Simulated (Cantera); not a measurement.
An isothermal, constant-pressure homogeneous reactor starts with NO : N₂ = 1 : 0.18 (molar parts), at 1598 K and 128 Torr. Integrator tolerance rtol = 1e-08.

Model: GRI-Mech 3.0 (53 species, 325 reactions), integrated in Cantera.

Q: What does this change do: temperature 1598 to 2075 K?

A: 
```csv
quantity,before,after
x(NO) at 2.00 s,0.833 (gas-phase equilibrium 0.00234),0.104 (gas-phase equilibrium 0.0112)
x(N₂) at 2.00 s,0.160 (gas-phase equilibrium 0.575),0.524 (gas-phase equilibrium 0.570)
x(O) at 2.00 s,4.38e-6 (gas-phase equilibrium 2.25e-5),0.00174 (gas-phase equilibrium 0.00184)
x(NO₂) at 2.00 s,0.000314 (gas-phase equilibrium 5.52e-6),8.66e-5 (gas-phase equilibrium 9.96e-6)
x(N₂O) at 2.00 s,0.000239 (gas-phase equilibrium 4.91e-8),3.65e-6 (gas-phase equilibrium 2.21e-7)
```

Q: What does this change do: temperature 1598 to 2048 K?

A: 
```json
[
 {"quantity": "x(NO) at 2.00 s", "before": "0.833 (gas-phase equilibrium 0.00234)", "after": "0.164 (gas-phase equilibrium 0.0105)"},
 {"quantity": "x(N₂) at 2.00 s", "before": "0.160 (gas-phase equilibrium 0.575)", "after": "0.494 (gas-phase equilibrium 0.571)"},
 {"quantity": "x(O) at 2.00 s", "before": "4.38e-6 (gas-phase equilibrium 2.25e-5)", "after": "0.00138 (gas-phase equilibrium 0.00151)"},
 {"quantity": "x(NO₂) at 2.00 s", "before": "0.000314 (gas-phase equilibrium 5.52e-6)", "after": "0.000137 (gas-phase equilibrium 9.71e-6)"},
 {"quantity": "x(N₂O) at 2.00 s", "before": "0.000239 (gas-phase equilibrium 4.91e-8)", "after": "9.04e-6 (gas-phase equilibrium 2.06e-7)"}
]
```
